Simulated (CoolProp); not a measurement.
R113 along the isobar 3800 kPa: fugacity coefficient from the reference equation and from simpler models built on Tc = 214.1 °C, pc = 3392 kPa, ω = 0.253; each cubic takes its own stable root.

The numbers come from the reference Helmholtz-energy equation of state, Marx 1992 in CoolProp.

```tsv
T (°C)	phase	reference	Redlich-Kwong	Peng-Robinson
92.35	liquid	0.1010	0.1420	0.09969
99.95	liquid	0.1193	(withheld)	(withheld)
107.55	liquid	0.1396	0.1856	0.1377
115.15	liquid	0.1619	0.2099	0.1597
122.75	liquid	0.1863	0.2356	0.1837
130.35	liquid	0.2128	0.2628	0.2098
137.95	liquid	0.2413	0.2913	0.2379
145.55	liquid	(withheld)	0.3210	(withheld)
153.15	liquid	0.3041	0.3518	0.2996
```

Q: What belongs in the gaps?

A: 
- 99.95, Redlich-Kwong: 0.1630
- 99.95, Peng-Robinson: 0.1177
- 145.55, reference: 0.2718
- 145.55, Peng-Robinson: 0.2678
